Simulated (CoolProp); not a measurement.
The fluid at 296.6 K and 1.15 MPa flows at 0.18 m/s in a round tube of 100 mm bore and 0.25 µm roughness, fully developed (64/Re and Nu = 3.66 if laminar; Colebrook and Gnielinski if turbulent). The same conditions are run with several fluids, on thermodynamics alone (safety and materials aside).

Values from CoolProp's reference Helmholtz-energy equation of state of each fluid (CH2F2 (R32): Tillner-Roth 1997; nitrogen: Span 2000; methane: Setzmann 1991; ethane: Bücker 2006; R13: Platzer 1990). The equations of Platzer and Polt are older, rougher fits.

**Question.** Rank CH2F2 (R32), nitrogen, methane, ethane, R13 by Reynolds number, highest first.

**Answer.** R13 (68100), CH2F2 (R32) (38700), ethane (29000), nitrogen (13200), methane (12200)

```tsv
fluid	Darcy friction factor	pressure drop (Pa/m)	heat-transfer coefficient (W/(m² K))	mass flow (kg/h)
CH2F2 (R32)	0.0221	0.104	16.4	147
nitrogen	0.0287	0.0610	9.71	66.6
methane	0.0293	0.0363	12.3	38.9
ethane	0.0237	0.0593	16.5	78.7
R13	0.0195	0.174	18.8	280
```

Transport values come from each fluid's own correlations; those of CH2F2 (R32), R13 are estimates that may be off by 10 % or more.
